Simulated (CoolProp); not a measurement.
Vapour pressure (MPa) of R236FA: the reference equation beside estimates from Tc = 398.1 K, pc = 3.191 MPa, ω = 0.377. Clausius-Clapeyron is anchored at 216.6 K with a constant enthalpy of vaporisation of 28.27 kJ/mol.

Computed with CoolProp (reference Helmholtz-energy equation of state, Pan 2012).

```csv
T (K),reference,Clausius-Clapeyron,Soave-Redlich-Kwong
206.6,0.002250,0.002280,0.002249
216.6,0.004874,0.004874,0.004831
226.5,0.009641,0.009681,0.009517
236.5,0.01787,0.01826,0.01762
246.4,0.03099,0.03254,0.03058
256.3,0.05101,0.05545,0.05045
266.3,0.08062,0.09126,0.07998
276.2,0.1219,0.1442,0.1214
286.2,0.1789,0.2217,0.1788
296.1,0.2538,0.3299,0.2545
306,0.3508,0.4783,0.3530
316,0.4751,0.6799,0.4797
325.9,0.6287,0.9427,0.6366
335.9,0.8193,1.286,0.8316
345.8,1.048,1.718,1.066
```

Absolute difference from the reference over all 15 rows, mean and median: Clausius-Clapeyron 23.6 and 18.3 %, Soave-Redlich-Kwong 0.9 and 1.0 %.
